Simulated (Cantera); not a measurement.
What does this Cantera script print?

```python
import numpy as np
import cantera as ct

gas_names = [...]  # 113 gases of nasa_gas.yaml made of C, H, O, Ti
cond_names = """
    C(gr) C6H6(L) C7H8(L) C8H18(L),n-octa H2O(s) H2O(L) Ti(a) Ti(b) Ti(L) TiC(s) TiC(L) TiO(a) TiO(b)
    TiO(L) TiO2(ru) TiO2(L) Ti2O3(a) Ti2O3(b) Ti2O3(L) Ti3O5(a) Ti3O5(b) Ti3O5(L) Ti4O7(s) Ti4O7(L)
""".split()


# ... load() reads the species with a 1 bar reference pressure and builds the phases ...
atoms = {
    'Ti(OiPr)4': {'Ti': 1, 'C': 12, 'H': 28, 'O': 4},
    'O2': {'O': 2},
}
top_T = {'C(gr)': 4500}  # K; cautious upper limits of use, not melting points


# ... equilibrate(T, P, feed) seeds the gas with the atoms and calls Mixture.equilibrate('TP', solver="vcs", rtol=1e-11, max_steps=5000) ...
results = []
feed = {'Ti(OiPr)4': 1, 'O2': 0.27}  # mol
P = 67000  # Pa
for T in [1225, 1325, 1425, 1525, 1625, 1725, 1825, 1925, 2025, 2125]:
    mix = equilibrate(T, P, feed)
    results.append((T, P, feed, dict(zip(mix.species_names, mix.species_moles))))

top = {s: max(r[3][s] / sum(r[3][g] for g in gas_names) for r in results) for s in gas_names}
cols = sorted((s for s in top if top[s] > 1e-06), key=lambda s: -top[s])[:5]
seen = [c for c in cond_names if any(r[3].get(c, 0) > 1e-12 for r in results)]
print("log10 of partial pressures in bar; condensed amounts in mol")
print(f"{'T/K':>10s}" + "".join(f"{s[:9]:>10s}" for s in cols + seen))
for T, P, feed, n in results:
    ng = sum(n[g] for g in gas_names)
    print(f"{T:10.4g}" + "".join(f"{np.log10(max(n[s] / ng * P / 1e5, 1e-99)):10.3f}" for s in cols)
          + "".join(f"{n.get(c, 0):10.4g}" for c in seen))
```

Result:

```
log10 of partial pressures in bar; condensed amounts in mol
       T/K        H2        CO       CH4         H       H2O     C(gr)    TiC(s)  TiO2(ru)  Ti3O5(b)  Ti4O7(s)
      1225    -0.250    -0.990    -2.382    -6.631    -2.947     9.389         0         1         0         0
      1325    -0.255    -0.954    -2.683    -5.914    -3.352      9.17         0         0         0      0.25
      1425    -0.256    -0.943    -2.936    -5.294    -3.716     9.103         0         0    0.3333         0
      1525    -0.297    -0.785    -3.235    -4.774    -3.924     6.447         1         0         0         0
      1625    -0.296    -0.785    -3.425    -4.300    -4.207      6.45         1         0         0         0
      1725    -0.296    -0.785    -3.593    -3.879    -4.457     6.451         1         0         0         0
      1825    -0.296    -0.785    -3.742    -3.504    -4.680     6.449         1         0         0         0
      1925    -0.297    -0.785    -3.876    -3.168    -4.878     6.444         1         0         0         0
      2025    -0.297    -0.785    -3.996    -2.864    -5.057     6.432         1         0         0         0
      2125    -0.299    -0.786    -4.105    -2.589    -5.218     6.411         1         0         0         0
```

Cantera equilibrium calculation (NASA polynomials, part measured and part estimated; ideal gas, pure solids and liquids). The feed counts by its element totals alone. TiC: taken at fixed stoichiometry. Condensed phases not in the tables: Magnéli phases beyond Ti4O7.
